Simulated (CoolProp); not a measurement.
Properties of chloromethane (R40) along the isobar 776 kPa.

Computed with CoolProp (reference Helmholtz-energy equation of state, Thol 2014).

```json
[
 {"T (K)": "335.1", "phase": "gas", "density (kg/m³)": "15.52", "cp (kJ/(kg K))": "1.035", "speed of sound (m/s)": "245.4", "expansivity (1/kK)": "4.178"},
 {"T (K)": "347.8", "phase": "gas", "density (kg/m³)": "14.75", "cp (kJ/(kg K))": "1.018", "speed of sound (m/s)": "251.5", "expansivity (1/kK)": "3.828"},
 {"T (K)": "360.5", "phase": "gas", "density (kg/m³)": "14.08", "cp (kJ/(kg K))": "1.012", "speed of sound (m/s)": "257.1", "expansivity (1/kK)": "3.551"},
 {"T (K)": "373.2", "phase": "gas", "density (kg/m³)": "13.48", "cp (kJ/(kg K))": "1.012", "speed of sound (m/s)": "262.5", "expansivity (1/kK)": "3.324"},
 {"T (K)": "385.8", "phase": "gas", "density (kg/m³)": "12.94", "cp (kJ/(kg K))": "1.016", "speed of sound (m/s)": "267.5", "expansivity (1/kK)": "3.135"},
 {"T (K)": "398.5", "phase": "gas", "density (kg/m³)": "12.45", "cp (kJ/(kg K))": "1.023", "speed of sound (m/s)": "272.4", "expansivity (1/kK)": "2.971"},
 {"T (K)": "411.2", "phase": "gas", "density (kg/m³)": "12.00", "cp (kJ/(kg K))": "1.032", "speed of sound (m/s)": "277.1", "expansivity (1/kK)": "2.829"},
 {"T (K)": "423.9", "phase": "gas", "density (kg/m³)": "11.58", "cp (kJ/(kg K))": "1.043", "speed of sound (m/s)": "281.7", "expansivity (1/kK)": "2.703"},
 {"T (K)": "436.6", "phase": "gas", "density (kg/m³)": "11.20", "cp (kJ/(kg K))": "1.054", "speed of sound (m/s)": "286.1", "expansivity (1/kK)": "2.590"},
 {"T (K)": "449.3", "phase": "gas", "density (kg/m³)": "10.85", "cp (kJ/(kg K))": "1.067", "speed of sound (m/s)": "290.5", "expansivity (1/kK)": "2.489"},
 {"T (K)": "461.9", "phase": "gas", "density (kg/m³)": "10.52", "cp (kJ/(kg K))": "1.080", "speed of sound (m/s)": "294.6", "expansivity (1/kK)": "2.398"},
 {"T (K)": "474.6", "phase": "gas", "density (kg/m³)": "10.21", "cp (kJ/(kg K))": "1.093", "speed of sound (m/s)": "298.8", "expansivity (1/kK)": "2.314"},
 {"T (K)": "487.3", "phase": "gas", "density (kg/m³)": "9.917", "cp (kJ/(kg K))": "1.107", "speed of sound (m/s)": "302.8", "expansivity (1/kK)": "2.237"},
 {"T (K)": "500", "phase": "gas", "density (kg/m³)": "9.644", "cp (kJ/(kg K))": "1.121", "speed of sound (m/s)": "306.8", "expansivity (1/kK)": "2.166"}
]
```
